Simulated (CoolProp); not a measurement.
Properties of C2F6 (R116) along the isobar 36.2 bar.

Model: reference Helmholtz-energy equation of state, Lemmon 2006, in CoolProp. It is a short technical equation, of lower accuracy than the large ones.

```csv
T (°C),phase,cp (kJ/(kg K)),isothermal compressibility (1/MPa)
1.35,liquid,1.279,0.02337
12.15,liquid,1.479,0.04911
22.85,supercritical,2.528,0.2735
33.65,supercritical,2.076,0.8174
44.35,supercritical,1.331,0.5223
55.15,supercritical,1.151,0.4351
65.85,supercritical,1.076,0.3920
76.65,supercritical,1.038,0.3653
87.35,supercritical,1.017,0.3474
98.15,supercritical,1.006,0.3342
108.85,supercritical,1.000,0.3242
119.65,supercritical,0.9988,0.3163
130.35,supercritical,0.9997,0.3100
141.15,supercritical,1.002,0.3048
151.85,supercritical,1.006,0.3005
```

The peak of cp marks the crossing from liquid-like to gas-like fluid above the critical point.
